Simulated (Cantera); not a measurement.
An isothermal, constant-pressure homogeneous reactor starts with CH₄ : H₂ : N₂ = 0.0048 : 1 : 0.014 (molar parts), at 1225 K and 0.310 bar. Integrator tolerance rtol = 1e-08.

Detailed kinetics in Cantera: GRI-Mech 3.0 (53 species, 325 reactions). GRI-Mech 3.0 stops at C3 and has no aromatics, soot or wall deposition, so with more carbon than oxygen in the feed, carbon stays in small species such as C2H2 where larger ones or solid carbon would form.

### Question
What does this change do: temperature 1225 to 2600 K?

### Answer
| quantity | before | after |
|---|---|---|
| x(CH₄) at 9.00 s | 0.00471 (gas-phase equilibrium 0.00469) | 8.47e-6 (gas-phase equilibrium 8.08e-6) |
| x(H₂) at 9.00 s | 0.982 (gas-phase equilibrium 0.982) | 0.918 (gas-phase equilibrium 0.918) |
| x(C₂H₂) at 9.00 s | 3.62e-8 (gas-phase equilibrium 2.34e-7) | 0.000993 (gas-phase equilibrium 0.000867) |
| x(CH₂) at 9.00 s | <1e-12 (gas-phase equilibrium <1e-12) | 1.30e-6 (gas-phase equilibrium 1.24e-6) |
| x(C₂H₄) at 9.00 s | 1.39e-7 (gas-phase equilibrium 5.83e-7) | 1.46e-7 (gas-phase equilibrium 1.27e-7) |
| x(C₂H₆) at 9.00 s | 8.96e-9 (gas-phase equilibrium 2.01e-8) | 2.94e-12 (gas-phase equilibrium 2.66e-12) |
